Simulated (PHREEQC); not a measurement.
A solution holds 0.24 mol/kgw K2HPO4, 0.027 mol/kgw KOH and 0.037 mol/kgw NaCl, at 20 °C. Closed to the air; pH follows from the charge balance.

Equilibrium calculation in PHREEQC: ion-association model, phreeqc.dat.

pH: 10.43
ionic strength: 0.774 mol/kgw
activity of water: 0.987
density: 1.035 g/cm³
total alkalinity: 267 meq/kg

```csv
species,molality,activity,log γ
K+,0.478,0.295,-0.210
HPO4-2,0.182,0.0339,-0.729
Cl-,0.0370,0.0231,-0.204
Na+,0.0345,0.0250,-0.141
KHPO4-,0.0291,0.0195,-0.174
PO4-3,0.0267,0.000369,-1.860
NaHPO4-,0.00246,0.00165,-0.174
OH-,0.000301,0.000180,-0.221
H2PO4-,3.14e-5,2.10e-5,-0.174
```

This is a speciation only: nothing precipitates in the calculation. Caution: at this ionic strength the ion-association model is outside its range; a Pitzer model would be the better tool where its parameters exist.
